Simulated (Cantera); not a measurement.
A freely propagating, adiabatic, planar premixed flame of 22.8 % H2, 13.5 % O2, 62.3 % N2, 1.37 % H2O, unburnt at 400 K and 1.00 bar; mixture-averaged transport, grid criteria slope 0.08 and curve 0.16, no radiation.

Model: the H2/O2 subset of GRI-Mech 3.0, which has no nitrogen chemistry, integrated in Cantera. Burning velocities carry a grid error of a few per cent, more on coarse grids.

### Question
Predict: laminar burning velocity; thermal thickness; peak x(H); peak x(O); peak x(H2O2).

### Answer
* **laminar burning velocity**: 211 cm/s
* **thermal thickness**: 0.397 mm
* **peak x(H)**: 0.0220
* **peak x(O)**: 0.00719
* **peak x(H2O2)**: 6.35e-5
